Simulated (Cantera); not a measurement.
Input: 1 mol Fe2O3, 1 mol H2S, 0.1 mol CO2, 0.11 mol O2, equilibrated at 1298 K.

Method: chemical equilibrium by Gibbs-energy minimisation in Cantera with the NASA 1993 tables (ideal gas, pure condensed phases). Candidate condensed phases: C, C6H6, C7H8, C8H18, Fe, Fe(CO)5, FeO, Fe(OH)2, Fe(OH)3, FeS, FeSO4, FeS2, Fe2O3, Fe2(SO4)3, Fe3O4, H2O, H2SO4, S; 127 gas species. Metal and sulfide melt together well below either melting point, which pure phases cannot show. Mutual solubility and eutectic melting of coexisting phases are not modelled. The tables' stoichiometric FeO is somewhat more stable than real wüstite, so its field is too wide. FeO, FeS: taken at fixed stoichiometry. Gases not in the tables: S3 to S7. The numbers say what is thermodynamically allowed, not how fast it happens.

### Question
Which condensed phases are stable at each of these points (P (Pa)): 1000, 3500, 13000, 45000, 160000, 560000, 2000000?

### Answer
```json
[
 {"P (Pa)": "1000", "condensed phases": "FeO(s) + FeS(s)", "Fe condensed (%)": "100.0"},
 {"P (Pa)": "3500", "condensed phases": "FeO(s) + FeS(s)", "Fe condensed (%)": "100.0"},
 {"P (Pa)": "13000", "condensed phases": "FeO(s) + FeS(s) + Fe3O4(s)", "Fe condensed (%)": "100.0"},
 {"P (Pa)": "45000", "condensed phases": "FeS(s) + Fe3O4(s)", "Fe condensed (%)": "100.0"},
 {"P (Pa)": "160000", "condensed phases": "FeS(s) + Fe3O4(s)", "Fe condensed (%)": "100.0"},
 {"P (Pa)": "560000", "condensed phases": "FeS(s) + Fe3O4(s)", "Fe condensed (%)": "100.0"},
 {"P (Pa)": "2000000", "condensed phases": "FeS(s) + Fe3O4(s)", "Fe condensed (%)": "100.0"}
]
```

From 0.0100 bar to 0.0350 bar the condensed part is FeO(s) + FeS(s). At 0.130 bar the condensed part is FeO(s) + FeS(s) + Fe3O4(s). From 0.450 bar to 20.0 bar the condensed part is FeS(s) + Fe3O4(s).
